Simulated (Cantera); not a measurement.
A Cantera script and what it prints.

```python
import numpy as np
import cantera as ct

gas_names = [...]  # 95 gases of nasa_gas.yaml made of C, F, H
cond_names = """
    C(gr) C6H6(L) C7H8(L) C8H18(L),n-octa
""".split()


# ... load() reads the species with a 1 bar reference pressure and builds the phases ...
atoms = {
    'CF4': {'C': 1, 'F': 4},
    'CH4': {'C': 1, 'H': 4},
    'H2': {'H': 2},
}
top_T = {'C(gr)': 4500}  # K; cautious upper limits of use, not melting points


# ... equilibrate(T, P, feed) seeds the gas with the atoms and calls Mixture.equilibrate('TP', solver="vcs", rtol=1e-11, max_steps=5000) ...
results = []
feed = {'CF4': 1, 'CH4': 0.16, 'H2': 0.22}  # mol
P = 370  # Pa
for T in [925, 1025, 1125, 1225, 1325, 1425, 1525, 1625, 1725, 1825, 1925, 2025, 2125]:
    mix = equilibrate(T, P, feed)
    results.append((T, P, feed, dict(zip(mix.species_names, mix.species_moles))))
    x = sorted(zip(gas.X, gas.species_names), reverse=True)
    print(f"T = {T:g} K  P = {P:g} Pa  gas = {mix.phase_moles(0):.4g} mol")
    print("   x: " + "  ".join(f"{s} {v:.3e}" for v, s in x if v > 0.001))
    print("   condensed (mol): " + ("  ".join(f"{mix.phase(i).name} {mix.phase_moles(i):.4g}"
          for i in range(1, mix.n_phases) if mix.phase_moles(i) > 1e-12) or "none"))
```

Result:

```
T = 925 K  P = 370 Pa  gas = 1.81 mol
   x: HF 5.967e-01  CF4 4.033e-01
   condensed (mol): C(gr) 0.43
T = 1025 K  P = 370 Pa  gas = 1.81 mol
   x: HF 5.967e-01  CF4 4.033e-01
   condensed (mol): C(gr) 0.43
T = 1125 K  P = 370 Pa  gas = 1.81 mol
   x: HF 5.967e-01  CF4 4.033e-01
   condensed (mol): C(gr) 0.43
T = 1225 K  P = 370 Pa  gas = 1.81 mol
   x: HF 5.967e-01  CF4 4.033e-01
   condensed (mol): C(gr) 0.43
T = 1325 K  P = 370 Pa  gas = 1.81 mol
   x: HF 5.967e-01  CF4 4.033e-01
   condensed (mol): C(gr) 0.43
T = 1425 K  P = 370 Pa  gas = 1.81 mol
   x: HF 5.966e-01  CF4 4.032e-01
   condensed (mol): C(gr) 0.4299
T = 1525 K  P = 370 Pa  gas = 1.811 mol
   x: HF 5.964e-01  CF4 4.027e-01
   condensed (mol): C(gr) 0.4294
T = 1625 K  P = 370 Pa  gas = 1.813 mol
   x: HF 5.956e-01  CF4 4.009e-01  CF2 2.484e-03
   condensed (mol): C(gr) 0.428
T = 1725 K  P = 370 Pa  gas = 1.822 mol
   x: HF 5.929e-01  CF4 3.955e-01  CF2 8.133e-03  F 2.861e-03
   condensed (mol): C(gr) 0.4236
T = 1825 K  P = 370 Pa  gas = 1.845 mol
   x: HF 5.853e-01  CF4 3.806e-01  CF2 2.301e-02  F 9.509e-03  CF3 1.557e-03
   condensed (mol): C(gr) 0.4124
T = 1925 K  P = 370 Pa  gas = 1.905 mol
   x: HF 5.670e-01  CF4 3.458e-01  CF2 5.649e-02  F 2.747e-02  CF3 3.134e-03
   condensed (mol): C(gr) 0.3877
T = 2025 K  P = 370 Pa  gas = 2.04 mol
   x: HF 5.295e-01  CF4 2.773e-01  CF2 1.184e-01  F 6.915e-02  CF3 5.315e-03
   condensed (mol): C(gr) 0.3412
T = 2125 K  P = 370 Pa  gas = 2.306 mol
   x: HF 4.682e-01  CF2 2.015e-01  CF4 1.729e-01  F 1.491e-01  CF3 6.985e-03  CF 1.234e-03
   condensed (mol): C(gr) 0.2774
```

These are equilibrium values from Cantera (NASA tables, ideal gas, pure condensed phases), not measurements of a reactor. Gases not in the tables: C2F6 and larger saturated fluorocarbons.
